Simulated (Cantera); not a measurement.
Gas mixture: 29.2 % CH₄, 22.4 % C₂H₄, 20.6 % NH₃, 27.8 % H₂, at 0.257 atm, frozen composition.

Cantera's kinetic-theory transport with the Lennard-Jones parameters of GRI-Mech 3.0, ideal gas; thermal conductivity in the mixture-averaged form. Polar gases are described roughly by these parameters. The composition is frozen, though it would react at the higher temperatures.

D: mixture-averaged diffusion coefficient of that species in the mixture.

```
T (K)  ρ (kg/m³)  cp (J/kg/K)  μ (µPa s)  λ (mW/m/K)     Pr  D (cm²/s) H₂O  D (cm²/s) OH  D (cm²/s) H
-----  ---------  -----------  ---------  ----------  -----  -------------  ------------  -----------
400        0.118         2641       14.2        74.9  0.500           1.70          2.46         8.14
500       0.0941         2946       17.2        95.9  0.527           2.64          3.64         12.1
600       0.0784         3241        [?]         [?]  0.549            [?]           [?]          [?]
700       0.0672         3508       22.6         140  0.565           5.01          6.50         21.9
800       0.0588         3741        [?]         [?]  0.577            [?]           [?]          [?]
900       0.0523         3951       27.4         185  0.585           7.97          9.95         33.7
1000      0.0471         4162       29.6         207  0.595           9.66          11.9         40.3
1100      0.0428         4341       31.7         229  0.601           11.5          13.9         47.3
```

Complete the blanks.


- 600, μ (µPa s): 20.0
- 600, λ (mW/m/K): 118
- 600, D (cm²/s) H₂O: 3.74
- 600, D (cm²/s) OH: 4.99
- 600, D (cm²/s) H: 16.7
- 800, μ (µPa s): 25.0
- 800, λ (mW/m/K): 162
- 800, D (cm²/s) H₂O: 6.42
- 800, D (cm²/s) OH: 8.15
- 800, D (cm²/s) H: 27.5
